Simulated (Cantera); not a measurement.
A freely propagating, adiabatic, planar premixed flame of H2 : O2 : N2 = 1 : 0.333 : 1.25 (molar parts), equivalence ratio 1.5, unburnt at 475 K and 5.00 bar; mixture-averaged transport, grid criteria slope 0.08 and curve 0.16, no radiation.

Computed with Cantera and the H2/O2 subset of GRI-Mech 3.0, which has no nitrogen chemistry. The hydrogen kinetics of GRI-Mech 3.0 are dated; newer H2 mechanisms differ, most at raised pressure. Burning velocities carry a grid error of a few per cent, more on coarse grids.

Q: How do the results move with these cheaper or finer settings: unity-Lewis-number transport; multicomponent transport; multicomponent+Soret transport; grid criteria slope 0.5, curve 1; grid criteria slope 0.25, curve 0.5; grid criteria slope 0.03, curve 0.06?

A: 
```tsv
setting	laminar burning velocity	thermal thickness	peak x(HO2)	peak x(H2O2)	grid points
as above	618 cm/s	0.0505 mm	0.00108	9.47e-5	109
unity-Lewis-number transport	397 cm/s	0.0480 mm	0.000737	4.16e-5	113
multicomponent transport	607 cm/s	0.0505 mm	0.00108	9.44e-5	109
multicomponent+Soret transport	576 cm/s	0.0492 mm	0.00109	0.000101	109
grid criteria slope 0.5, curve 1	645 cm/s	0.0650 mm	0.00104	6.77e-5	38
grid criteria slope 0.25, curve 0.5	623 cm/s	0.0552 mm	0.00103	9.09e-5	49
grid criteria slope 0.03, curve 0.06	613 cm/s	0.0491 mm	0.00109	9.77e-5	257
```
Unity Lewis numbers drop preferential diffusion, which matters most where H2 and H carry the flame; Soret adds thermal diffusion.
